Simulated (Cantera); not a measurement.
Input: 1 mol B2H6, 0.052 mol O2, 1.1 mol N2, equilibrated at 10.0 Torr.

Equilibrium computed with Cantera from the NASA thermochemical tables; the gas is ideal and each condensed phase is pure. Candidate condensed phases: B, BN, B2O3, B3O3H3, H2O; 39 gas species. The feed counts by its element totals alone. Mutual solubility and eutectic melting of coexisting phases are not modelled. The tables' values for BH2 are old estimates; treat these amounts as uncertain. The numbers say what is thermodynamically allowed, not how fast it happens. All values below are at 2173 K.

Base state: H2 0.837, N2 0.0949, H 0.0382, HBO 0.0179, BO 0.0102, BH2 0.000975, B2O2 0.000825, B2O 0.000224 (mole fractions); condensed: B(s) + BN(s).

Task: What changes in the equilibrium state with this change: O2 from 0.052 to 1.2 mol?

Result: 
| species | before | after |
|---|---|---|
| H2 | 0.837 | 0.486 |
| N2 | 0.0949 | 0.205 |
| HBO | 0.0179 | 0.0949 |
| B2O3 | 1.65e-6 | 0.0536 |
| HBO2 | 5.51e-6 | 0.0197 |
| B2O2 | 0.000825 | 0.0398 |
| BO | 0.0102 | 0.0707 |
| H | 0.0382 | 0.0291 |
| BO2 | 4.06e-8 | 0.000191 |
| H2O | 2.48e-6 | 0.000974 |
| BH2 | 0.000975 | 5.82e-6 |
| BH | 1.90e-5 | 1.49e-7 |
| B(s), mol | 0.349 | 0 |
| BN(s), mol | 1.54 | 0 |
